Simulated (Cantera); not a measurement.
An isothermal, constant-pressure homogeneous reactor starts with 27.7 % H₂, 21.3 % O₂, 51.1 % N₂, at 1250 K and 0.740 atm.

Cantera simulation using GRI-Mech 3.0 (53 species, 325 reactions); the numbers are that mechanism's predictions, not measurements. The temperature is held fixed by assumption; the heat of reaction is taken as removed at once.

One state of this run: x H₂ = 4.44e-8; x O₂ = 0.0864; x H₂O₂ = 3.10e-9; x NO₂ = 5.67e-8; x N₂O = 8.57e-8; x HO₂ = 1.96e-8. x: mole fraction; the columns are a selection and need not sum to one.

Question: Which value of t (s) does it belong to?
(A) 6.00e-5
(B) 0.353
(C) 0.0110
(D) 0.00460

Answer: B, 0.353
